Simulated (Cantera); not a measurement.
An adiabatic, constant-volume homogeneous reactor starts with CH4 : O2 : N2 = 1 : 3.12 : 11.8 (molar parts), at 1073 K and 7500 Torr. Integrator tolerance rtol = 1e-08.

Model: GRI-Mech 3.0 (53 species, 325 reactions), integrated in Cantera.

Problem. What does this change do: 0.87 parts H2O added?

Solution. 
```
quantity                                                              before                                      after
---------------------------------  -----------------------------------------  -----------------------------------------
time of steepest temperature rise                                    21.5 ms                                    21.8 ms
temperature at 0.300 s                                                2596 K                                     2513 K
equilibrium temperature                                               2596 K                                     2513 K
x(CH4) at 0.300 s                      <1e-12 (gas-phase equilibrium <1e-12)      <1e-12 (gas-phase equilibrium <1e-12)
x(O2) at 0.300 s                       0.0625 (gas-phase equilibrium 0.0625)      0.0600 (gas-phase equilibrium 0.0600)
x(HCN) at 0.300 s                  2.92e-11 (gas-phase equilibrium 2.92e-11)  1.26e-11 (gas-phase equilibrium 1.26e-11)
x(CO2) at 0.300 s                      0.0596 (gas-phase equilibrium 0.0596)      0.0574 (gas-phase equilibrium 0.0574)
x(NO2) at 0.300 s                    3.09e-5 (gas-phase equilibrium 3.09e-5)    2.68e-5 (gas-phase equilibrium 2.68e-5)
x(NO) at 0.300 s                       0.0143 (gas-phase equilibrium 0.0143)      0.0118 (gas-phase equilibrium 0.0118)
```

Problem. What does this change do: initial temperature 1073 to 1700 K?

Solution. 
```json
[
 {"quantity": "time of steepest temperature rise", "before": "21.5 ms", "after": "28.9 µs"},
 {"quantity": "temperature at 0.300 s", "before": "2596 K", "after": "2940 K"},
 {"quantity": "equilibrium temperature", "before": "2596 K", "after": "2940 K"},
 {"quantity": "x(CH4) at 0.300 s", "before": "<1e-12 (gas-phase equilibrium <1e-12)", "after": "<1e-12 (gas-phase equilibrium <1e-12)"},
 {"quantity": "x(O2) at 0.300 s", "before": "0.0625 (gas-phase equilibrium 0.0625)", "after": "0.0596 (gas-phase equilibrium 0.0596)"},
 {"quantity": "x(HCN) at 0.300 s", "before": "2.92e-11 (gas-phase equilibrium 2.92e-11)", "after": "8.78e-10 (gas-phase equilibrium 8.78e-10)"},
 {"quantity": "x(CO2) at 0.300 s", "before": "0.0596 (gas-phase equilibrium 0.0596)", "after": "0.0490 (gas-phase equilibrium 0.0490)"},
 {"quantity": "x(NO2) at 0.300 s", "before": "3.09e-5 (gas-phase equilibrium 3.09e-5)", "after": "3.05e-5 (gas-phase equilibrium 3.05e-5)"},
 {"quantity": "x(NO) at 0.300 s", "before": "0.0143 (gas-phase equilibrium 0.0143)", "after": "0.0226 (gas-phase equilibrium 0.0226)"}
]
```
